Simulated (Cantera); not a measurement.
Charge: 1 mol Si, 0.37 mol H2, at 1048 K and 1280 Torr.

These are equilibrium values from Cantera (NASA tables, ideal gas, pure condensed phases), not measurements of a reactor. Candidate condensed phases: Si; 9 gas species. Rates play no part.

**Question.** What is the equilibrium state?

**Answer.** 
```
Quantity         Value
----------  ----------
x(H2)            1.000
n(Si(s))      1.00 mol
gas amount  0.3700 mol
```
